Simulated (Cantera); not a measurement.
A perfectly stirred reactor is fed with 4.76 % C₂H₄, 95.2 % H₂, at 0.323 Torr; it is held at 1700 K, and followed from long to short residence time.

Detailed kinetics in Cantera: GRI-Mech 3.0 (53 species, 325 reactions). GRI-Mech 3.0 was tuned for natural gas; its chemistry of ethylene as a main component is partial and can be far from experiment. GRI-Mech 3.0 stops at C3 and has no aromatics, soot or wall deposition, so with more carbon than oxygen in the feed, carbon stays in small species such as C2H2 where larger ones or solid carbon would form. Radical loss at walls, strong at low pressure, is not modelled.

One state of this run: x C₂H₄ = 0.0405; x H₂ = 0.953; x C₂H₂ = 0.00675; x C₂H₆ = 4.20e-9; x CH₄ = 1.30e-7. x: mole fraction; the columns are a selection and need not sum to one.

Task: Which value of τ (s) does it belong to?
(A) 0.041
(B) 0.42
(C) 0.0012
(D) 0.13

Result: D, 0.13
